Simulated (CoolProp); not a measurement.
Nitrogen at 293.15 K and 0.883 MPa is throttled through a valve to 0.209 MPa with no heat exchange. Each further row changes one setting.

Values from CoolProp's reference Helmholtz-energy equation of state, Span 2000.

```csv
case,temperature change (K),final density (kg/m³)
as stated,-1.5,2.42
outlet pressure 0.0627 MPa,-1.8,0.725
outlet pressure 0.272 MPa,-1.3,3.14
```
